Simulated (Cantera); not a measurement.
# SiHCl3 + Cl2 + H2 (silicon epitaxy and polysilicon growth)

A closed system holds: 1 mol SiHCl3, 0.049 mol Cl2, 510 mol H2, equilibrated at 55.5 Torr.

These are equilibrium values from Cantera (NASA tables, ideal gas, pure condensed phases), not measurements of a reactor. Candidate condensed phases: Si; 19 gas species. The tables' values for SiCl3 are old estimates; treat these amounts as uncertain. Gases not in the tables: Si2H6 and higher silanes. Rates play no part.

```csv
T (K),x H2,x HCl,x SiHCl3,x SiCl4,x H,x SiCl2,x SiH2Cl2,x SiCl3,n Si(s),n Si(l)
800,0.998,0.000792,0.000785,0.000690,1.06e-11,6.45e-7,7.22e-5,2.00e-6,0.207,0
900,0.997,0.00235,0.000559,0.000464,4.29e-10,7.53e-6,6.39e-5,8.57e-6,0.434,0
1000,0.995,0.00456,0.000232,0.000151,8.32e-9,3.55e-5,3.85e-5,1.49e-5,0.758,0
1100,0.994,0.00567,4.31e-5,1.66e-5,9.48e-8,6.58e-5,1.34e-5,8.87e-6,0.924,0
1200,0.994,0.00584,6.77e-6,1.46e-6,7.23e-7,8.10e-5,4.10e-6,3.68e-6,0.950,0
1300,0.994,0.00585,1.33e-6,1.71e-7,4.05e-6,9.19e-5,1.45e-6,1.63e-6,0.950,0
1400,0.994,0.00584,3.26e-7,2.70e-8,1.78e-5,0.000101,5.90e-7,8.03e-7,0.947,0
1500,0.994,0.00583,9.66e-8,5.47e-9,6.45e-5,0.000110,2.71e-7,4.35e-7,0.942,0
1600,0.994,0.00581,3.34e-8,1.35e-9,0.000199,0.000117,1.38e-7,2.54e-7,0.936,0
1700,0.994,0.00580,1.29e-8,3.88e-10,0.000540,0.000121,7.43e-8,1.55e-7,0,0.922
```
x: gas mole fraction; n: condensed amount in mol.

From 800 K to 1600 K the condensed part is Si(s). At 1700 K the condensed part is Si(l). The main Si-bearing gas is SiHCl3 at 800 K and SiCl2 at 1700 K.
